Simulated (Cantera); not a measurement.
Input: 1 mol MgO, 5.1 mol CO, 0.35 mol H2, 0.45 mol CH4, equilibrated at 1427 °C and 9.80 bar.

Method: chemical equilibrium by Gibbs-energy minimisation in Cantera with the NASA 1993 tables (ideal gas, pure condensed phases). Candidate condensed phases: C, C6H6, C7H8, C8H18, H2O, Mg, MgCO3, MgO, Mg(OH)2; 116 gas species. Rates play no part.

Base state: CO 0.802, H2 0.196, CO2 0.000891, H2O 0.000742, CH4 0.000411, H 2.08e-5, C2H2 (acetylene) 1.44e-5 (mole fractions); condensed: C(graphite) + MgO(s).

Problem. What changes in the equilibrium state with this change: MgO replaced by Fe3O4?

Solution. 
```tsv
species	before	after
CO	0.802	0.718
H2	0.196	0.125
CO2	0.000891	0.0985
H2O	0.000742	0.0587
C2H2 (acetylene)	1.44e-5	<1e-9
CH4	0.000411	1.22e-6
C(graphite), mol	0.458	0
MgO(s), mol	1.000	0
Fe(δ), mol	0	0.519
FeO(l), mol	0	2.48
```
Mutual solubility and eutectic melting of coexisting phases are not modelled. The tables' stoichiometric FeO is somewhat more stable than real wüstite, so its field is too wide. FeO: taken at fixed stoichiometry. Further candidate phases: Fe, Fe(CO)5, FeO, Fe(OH)2, Fe(OH)3, Fe2O3, Fe3O4.
